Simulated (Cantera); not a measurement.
A freely propagating, adiabatic, planar premixed flame of 5.25 % CH4, 1.73 % C2H6, 19.5 % O2, 73.5 % N2, unburnt at 350 K and 440000 Pa; multicomponent transport, grid criteria slope 0.08 and curve 0.16, no radiation.

Computed with Cantera and GRI-Mech 3.0 (53 species, 325 reactions). Burning velocities carry a grid error of a few per cent, more on coarse grids.

x: mole fraction of selected species; z is measured from the peak of heat release.

| z (mm) | T (K) | u (m/s) | x CH4 | x C2H6 | x O2 | x HCN | x NO | x O |
|---|---|---|---|---|---|---|---|---|
| -0.463 | 350 | 0.255 | 0.0525 | 0.0173 | 0.195 | <1e-8 | <1e-8 | <1e-8 |
| -0.309 | 353 | 0.257 | 0.0524 | 0.0173 | 0.194 | <1e-8 | <1e-8 | <1e-8 |
| -0.231 | 367 | 0.267 | 0.0518 | 0.0173 | 0.193 | <1e-8 | <1e-8 | <1e-8 |
| -0.154 | 460 | 0.337 | 0.0486 | 0.0167 | 0.186 | 2.38e-8 | 3.77e-8 | <1e-8 |
| -0.0772 | 905 | 0.671 | 0.0334 | 0.0115 | 0.147 | 2.10e-7 | 1.11e-6 | 2.07e-7 |
| -0.0386 | 1313 | 0.981 | 0.0185 | 0.00464 | 0.107 | 4.60e-7 | 3.95e-6 | 1.71e-5 |
| 0 | 1710 | 1.28 | 0.00382 | 0.000182 | 0.0643 | 8.16e-7 | 7.76e-6 | 0.000418 |
| 0.0386 | 1883 | 1.40 | 0.000134 | 9.55e-8 | 0.0434 | 5.17e-7 | 1.20e-5 | 0.00150 |
| 0.0772 | 1956 | 1.45 | 2.61e-6 | <1e-8 | 0.0371 | 1.43e-7 | 1.51e-5 | 0.00154 |
| 0.154 | 2032 | 1.50 | <1e-8 | <1e-8 | … | … | … | … |
| 0.309 | 2089 | 1.54 | <1e-8 | <1e-8 | 0.0304 | <1e-8 | 2.30e-5 | 0.000494 |
| 0.617 | 2119 | 1.56 | <1e-8 | <1e-8 | 0.0292 | <1e-8 | … | … |
| 1.23 | 2128 | 1.56 | <1e-8 | <1e-8 | 0.0289 | <1e-8 | 3.25e-5 | 0.000149 |

Task: What belongs in the gaps?

Result: 
- 0.154, x O2: 0.0329
- 0.154, x HCN: 1.18e-8
- 0.154, x NO: 1.88e-5
- 0.154, x O: 0.00102
- 0.617, x NO: 2.73e-5
- 0.617, x O: 0.000227
